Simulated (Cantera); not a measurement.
# Stirred combustor or abatement burner

A perfectly stirred reactor is fed with CH₄ : O₂ : N₂ : H₂O = 1 : 2.3 : 25.3 : 2.7 (molar parts), at 7500 Torr; it is adiabatic with a 775 K inlet, and is followed from long to short residence time, starting on the burning branch (τ in s: 0.056, 0.024, 0.01, 0.0045, 0.002, 0.00085, 0.00037, 0.00016, 6.8e-05, 2.9e-05).

Model: GRI-Mech 3.0 (53 species, 325 reactions), integrated in Cantera.

```tsv
τ (s)	T (K)	x CH₄	x O₂	x H₂O	x NO	x CH₃	x CO
0.056	1489	6.27e-5	0.0100	0.150	3.23e-7	5.54e-6	0.000456
0.024	1481	0.000144	0.0106	0.149	3.02e-7	1.09e-5	0.00106
0.010	1457	0.000420	0.0124	0.148	1.90e-7	2.10e-5	0.00295
0.0045	775	0.0319	0.0735	0.0863	<1e-12	1.72e-11	<1e-12
0.0020	775	0.0319	0.0735	0.0863	<1e-12	7.53e-12	<1e-12
0.00085	775	0.0319	0.0735	0.0863	<1e-12	3.18e-12	<1e-12
0.00037	775	0.0319	0.0735	0.0863	<1e-12	1.38e-12	<1e-12
0.00016	775	0.0319	0.0735	0.0863	<1e-12	<1e-12	<1e-12
6.8e-5	775	0.0319	0.0735	0.0863	<1e-12	<1e-12	<1e-12
2.9e-5	775	0.0319	0.0735	0.0863	<1e-12	<1e-12	<1e-12
```
x: mole fraction; the columns are a selection and need not sum to one.
